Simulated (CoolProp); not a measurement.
50 sccm (0 °C, 1 atm) of nitrogen bubbles through liquid n-undecane at 352.8 K and leaves saturated at a total pressure of 0.0283 MPa (ideal gas phase). Each further row changes one setting.

Computed with CoolProp (reference Helmholtz-energy equation of state, Aleksandrov 2011). It is a short technical equation, of lower accuracy than the large ones.

```csv
case,vapour pressure (kPa),mole fraction of vapour,delivery (mg/min),delivery (sccm),change of delivery for a bath 1 K warmer (%)
as stated,1.71,___,22.4,___,5.5
bath temperature 357.8 K,2.19,0.0773,29.2,4.19,5.4
total pressure 0.0566 MPa,1.71,___,10.9,1.56,___
```

Question: Fill in the missing entries.

Answer: 
- as stated, mole fraction of vapour: 0.0604
- as stated, delivery (sccm): 3.22
- total pressure 0.0566 MPa, mole fraction of vapour: 0.0302
- total pressure 0.0566 MPa, change of delivery for a bath 1 K warmer (%): 5.3
